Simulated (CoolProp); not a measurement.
Saturation properties of tetrahydrofuran.

Values from CoolProp's reference Helmholtz-energy equation of state, Fiedler 2023.

```csv
T (K),p (bar),liquid density (kg/m³),vapour density (kg/m³),enthalpy of vaporisation (kJ/kg),liquid cp (kJ/(kg K))
418.7,7.717,734.9,18.26,347.6,2.258
426.5,9.002,723.7,21.27,339.4,2.302
434.3,10.44,712.2,24.68,330.7,2.348
442.1,12.04,700.2,28.54,321.6,2.398
450,13.85,687.7,32.98,311.9,2.452
457.8,15.81,674.7,37.97,301.7,2.510
465.6,17.99,661.1,43.66,290.8,2.575
473.4,20.37,646.8,50.17,279.0,2.650
481.2,22.99,631.5,57.68,266.4,2.737
489,25.86,615.0,66.44,252.5,2.845
```

It boils at 339.1 K under 1 atm.
